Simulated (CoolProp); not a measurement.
c-C4F8 (RC318) at several states: density (kg/m³) from the reference equation and from simpler models built on Tc = 115.2 °C, pc = 2.778 MPa, ω = 0.355; each cubic takes its own stable root.

Model: reference Helmholtz-energy equation of state, Platzer 1990, in CoolProp. This equation is an older, rougher fit; its heat capacities, sound speeds and derivatives of the liquid may be far off and weren't checked against measurements.

| T (°C) | p (MPa) | phase | reference |
|---|---|---|---|
| 136.35 | 1.86 | gas | 139.1 |
| 110.35 | 8.29 | liquid | 1205 |
| 149.75 | 0.0416 | gas | 2.375 |
| 21.75 | 2.33 | liquid | 1525 |

Task: How far does each simpler model (van der Waals, Soave-Redlich-Kwong, Peng-Robinson) lie from the reference over these 4 states: mean and median of the absolute difference, and the worst?

Result: 
- van der Waals: mean 16.2 %, median 13.7 %, worst -37.1 % at 21.75 °C and 2.33 MPa
- Soave-Redlich-Kwong: mean 3.2 %, median 2.9 %, worst -7.2 % at 110.35 °C and 8.29 MPa
- Peng-Robinson: mean 3.3 %, median 3.2 %, worst +6.6 % at 21.75 °C and 2.33 MPa
